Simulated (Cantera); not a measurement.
Cantera run:

```python
import numpy as np
import cantera as ct

gas_names = """
    O2 PbO AL2O TiO
""".split()
cond_names = """
    Pb(cr) Pb(L) AL(cr) AL(L) Ti(a) Ti(b) Ti(L) V(cr) V(L) V2O5(s) V2O5(L)
""".split()


def load(file, names, dense=False):
    # The tables refer to 1 bar. Condensed volumes are neglected.
    table = {s.name: s for s in ct.Species.list_from_file(file)}
    out = []
    for n in names:
        d = dict(table[n].input_data)
        d["thermo"] = dict(d["thermo"], **{"reference-pressure": 1e5})
        if dense:
            d["equation-of-state"] = {"model": "constant-volume", "density": "1e6 g/cm^3"}
        out.append(ct.Species.from_dict(d))
    return out


species = {s.name: s for s in load("nasa_gas.yaml", gas_names) + load("nasa_condensed.yaml", cond_names)}
# Each term lists the table entries of one substance; the one whose range holds T is used.
reactions = {
    '2 Pb + O2(g) = 2 PbO(g)':
        [(-2, ['Pb(cr)', 'Pb(L)']), (-1, ['O2']), (2, ['PbO'])],
    '4 Al + O2(g) = 2 Al2O(g)':
        [(-4, ['AL(cr)', 'AL(L)']), (-1, ['O2']), (2, ['AL2O'])],
    '2 Ti + O2(g) = 2 TiO(g)':
        [(-2, ['Ti(a)', 'Ti(b)', 'Ti(L)']), (-1, ['O2']), (2, ['TiO'])],
    '0.8 V + O2(g) = 0.4 V2O5':
        [(-0.8, ['V(cr)', 'V(L)']), (-1, ['O2']), (0.4, ['V2O5(s)', 'V2O5(L)'])],
}


def pick(names, T):
    return next(species[n] for n in names if species[n].thermo.min_temp <= T <= species[n].thermo.max_temp)


results = []
for label, terms in reactions.items():
    print(label)
    print("     T/K   dH/kJ  dS/(J/K)   dG/kJ   log10 K")
    for T in [725, 775, 825, 875, 925, 975, 1025, 1075, 1125, 1175]:
        used = [(nu, pick(names, T)) for nu, names in terms]
        dH = sum(nu * s.thermo.h(T) for nu, s in used) / 1e6
        dS = sum(nu * s.thermo.s(T) for nu, s in used) / 1e3
        dG = dH - T * dS / 1e3
        logK = -dG * 1e6 / (ct.gas_constant * T * np.log(10))
        results.append((label, T, dH, dS, dG, logK, [s.name for _, s in used]))
        print(f"{T:8g} {dH:8.1f} {dS:8.1f} {dG:8.1f} {logK:8.2f}")
```

Result:

```
2 Pb + O2(g) = 2 PbO(g)
     T/K   dH/kJ  dS/(J/K)   dG/kJ   log10 K
     725    122.8    112.7     41.1    -2.96
     775    121.8    111.3     35.5    -2.39
     825    120.8    110.0     30.0    -1.90
     875    119.8    108.8     24.5    -1.46
     925    118.8    107.7     19.1    -1.08
     975    117.8    106.7     13.7    -0.74
    1025    116.8    105.7      8.4    -0.43
    1075    115.8    104.8      3.2    -0.15
    1125    114.9    103.9     -2.0     0.09
    1175    113.9    103.1     -7.2     0.32
4 Al + O2(g) = 2 Al2O(g)
     T/K   dH/kJ  dS/(J/K)   dG/kJ   log10 K
     725   -301.4    163.9   -420.3    30.28
     775   -303.2    161.6   -428.4    28.87
     825   -305.1    159.2   -436.4    27.63
     875   -307.2    156.7   -444.3    26.52
     925   -309.5    154.1   -452.1    25.53
     975   -354.4    106.0   -457.8    24.53
    1025   -356.5    104.0   -463.1    23.60
    1075   -358.5    102.1   -468.2    22.75
    1125   -360.5    100.2   -473.3    21.97
    1175   -362.5     98.5   -478.3    21.26
2 Ti + O2(g) = 2 TiO(g)
     T/K   dH/kJ  dS/(J/K)   dG/kJ   log10 K
     725    102.0    186.4    -33.1     2.39
     775    101.0    185.1    -42.4     2.86
     825    100.0    183.9    -51.7     3.27
     875     99.0    182.6    -60.8     3.63
     925     97.9    181.4    -69.9     3.95
     975     96.7    180.2    -79.0     4.23
    1025     95.5    178.9    -87.9     4.48
    1075     94.0    177.5    -96.8     4.71
    1125     92.1    175.8   -105.7     4.91
    1175     82.7    167.7   -114.3     5.08
0.8 V + O2(g) = 0.4 V2O5
     T/K   dH/kJ  dS/(J/K)   dG/kJ   log10 K
     725   -615.5   -166.9   -494.5    35.63
     775   -614.8   -166.0   -486.2    32.77
     825   -614.1   -165.1   -477.9    30.26
     875   -613.4   -164.3   -469.7    28.04
     925   -612.7   -163.5   -461.5    26.06
     975   -586.0   -135.2   -454.2    24.33
    1025   -585.2   -134.4   -447.4    22.80
    1075   -584.3   -133.6   -440.8    21.42
    1125   -583.5   -132.8   -434.1    20.15
    1175   -582.7   -132.1   -427.5    19.00
```

Source: NASA polynomial tables (part measured, part estimated), evaluated in Cantera. Condensed species are held in their standard states even where they would react or evaporate.
